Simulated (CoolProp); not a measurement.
Vapour-liquid equilibrium of cyclohexane (1) + p-xylene (2) at 0.24 MPa; x and y are mole fractions of (1).

Computed with CoolProp (multi-fluid Helmholtz-energy mixture model, Zhou 2014 and Zhou 2012; pair parameters Bell 2016).

### Question
Give the bubble temperature and the first vapour's composition at x = 0.05, 0.45, 0.75. Is there an azeotrope?

### Answer
x = 0.05: 166.9 °C, y = 0.175; x = 0.45: 133.5 °C, y = 0.770; x = 0.75: 120.6 °C, y = 0.917. No azeotrope shows between x = 0.05 and 0.95.

The pair parameters rest on a limited set of measurements; away from them the model extrapolates.
